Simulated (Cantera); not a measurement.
Charge: 1 mol C₃H₈, 1.1 mol H₂O, held at 75.0 Torr.

Cantera equilibrium calculation (NASA polynomials, part measured and part estimated; ideal gas, pure solids and liquids). Candidate condensed phases: C, C₆H₆, C₇H₈, C₈H₁₈, H₂O; 110 gas species. The numbers say what is thermodynamically allowed, not how fast it happens.

x: gas mole fraction; n: condensed amount in mol.

```json
[
 {"T (K)": "775", "x H₂": "0.707", "x H": "2.64e-12", "x CO": "0.0377", "x H₂O": "0.120", "x CH₄": "0.102", "x CO₂": "0.0323", "x C₂H₂ (acetylene)": "<1e-12", "n C(graphite)": "…"},
 {"T (K)": "975", "x H₂": "0.814", "x H": "3.26e-9", "x CO": "0.167", "x H₂O": "0.00818", "x CH₄": "0.00832", "x CO₂": "0.00269", "x C₂H₂ (acetylene)": "4.64e-10", "n C(graphite)": "1.92"},
 {"T (K)": "1175", "x H₂": "0.821", "x H": "3.51e-7", "x CO": "0.177", "x H₂O": "0.000504", "x CH₄": "0.00129", "x CO₂": "8.49e-5", "x C₂H₂ (acetylene)": "5.23e-8", "n C(graphite)": "1.90"},
 {"T (K)": "1375", "x H₂": "0.822", "x H": "9.83e-6", "x CO": "0.177", "x H₂O": "6.71e-5", "x CH₄": "0.000336", "x CO₂": "7.00e-6", "x C₂H₂ (acetylene)": "1.46e-6", "n C(graphite)": "1.90"},
 {"T (K)": "1575", "x H₂": "0.822", "x H": "0.000119", "x CO": "0.177", "x H₂O": "1.50e-5", "x CH₄": "0.000123", "x CO₂": "1.11e-6", "x C₂H₂ (acetylene)": "1.73e-5", "n C(graphite)": "1.90"},
 {"T (K)": "1775", "x H₂": "0.822", "x H": "0.000830", "x CO": "0.177", "x H₂O": "4.71e-6", "x CH₄": "5.65e-5", "x CO₂": "2.73e-7", "x C₂H₂ (acetylene)": "0.000117", "n C(graphite)": "1.90"},
 {"T (K)": "1975", "x H₂": "0.818", "x H": "0.00391", "x CO": "0.177", "x H₂O": "1.88e-6", "x CH₄": "3.04e-5", "x CO₂": "9.05e-8", "x C₂H₂ (acetylene)": "0.000531", "n C(graphite)": "1.89"},
 {"T (K)": "2175", "x H₂": "0.808", "x H": "0.0139", "x CO": "0.176", "x H₂O": "8.82e-7", "x CH₄": "1.81e-5", "x CO₂": "3.70e-8", "x C₂H₂ (acetylene)": "0.00180", "n C(graphite)": "1.88"},
 {"T (K)": "2375", "x H₂": "0.782", "x H": "0.0394", "x CO": "0.174", "x H₂O": "4.58e-7", "x CH₄": "1.14e-5", "x CO₂": "1.75e-8", "x C₂H₂ (acetylene)": "0.00485", "n C(graphite)": "1.84"},
 {"T (K)": "2575", "x H₂": "0.727", "x H": "0.0934", "x CO": "0.169", "x H₂O": "2.49e-7", "x CH₄": "7.04e-6", "x CO₂": "9.07e-9", "x C₂H₂ (acetylene)": "0.0107", "n C(graphite)": "1.76"},
 {"T (K)": "2775", "x H₂": "0.631", "x H": "0.188", "x CO": "0.161", "x H₂O": "1.34e-7", "x CH₄": "4.02e-6", "x CO₂": "4.94e-9", "x C₂H₂ (acetylene)": "0.0193", "n C(graphite)": "…"},
 {"T (K)": "2975", "x H₂": "0.492", "x H": "0.324", "x CO": "0.148", "x H₂O": "6.67e-8", "x CH₄": "1.94e-6", "x CO₂": "2.73e-9", "x C₂H₂ (acetylene)": "0.0285", "n C(graphite)": "…"}
]
```

Question: Fill in the missing entries.

Answer: 
- 775, n C(graphite): 2.15
- 2775, n C(graphite): 1.61
- 2975, n C(graphite): 1.35
